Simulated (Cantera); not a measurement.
An isothermal, constant-pressure homogeneous reactor starts with 87.7 % NH3, 12.3 % N2, at 1598 K and 128 Torr.

Model: the gas-phase N/H chemistry of the illustrative SiF4/NH3 mechanism in the Surface Chemkin manual (1991), integrated in Cantera. Walls and surfaces, which speed up NH3 decomposition in real reactors, are not modelled.

x: mole fraction; the columns are a selection and need not sum to one.

```csv
t (s),x NH3,x N2,x H,x NH,x N2H2
0.000200,0.877,0.123,4.86e-9,1.06e-10,1.83e-10
0.000719,0.877,0.123,4.94e-9,2.15e-9,?
0.00258,0.877,0.123,6.21e-9,2.85e-8,?
0.00928,0.877,0.123,2.13e-8,1.91e-7,?
0.0334,0.876,0.123,8.12e-8,2.82e-7,1.10e-6
0.120,0.872,0.124,2.77e-7,2.98e-7,1.09e-6
0.431,0.857,0.127,9.65e-7,3.40e-7,1.06e-6
1.55,0.808,0.137,3.30e-6,3.97e-7,?
5.57,0.663,0.166,1.07e-5,4.18e-7,?
20.0,0.379,0.223,2.93e-5,3.54e-7,?
```

Complete the blanks.


- 0.000719, x N2H2: 4.22e-9
- 0.00258, x N2H2: 6.75e-8
- 0.00928, x N2H2: 6.70e-7
- 1.55, x N2H2: 9.45e-7
- 5.57, x N2H2: 6.58e-7
- 20.0, x N2H2: 2.61e-7
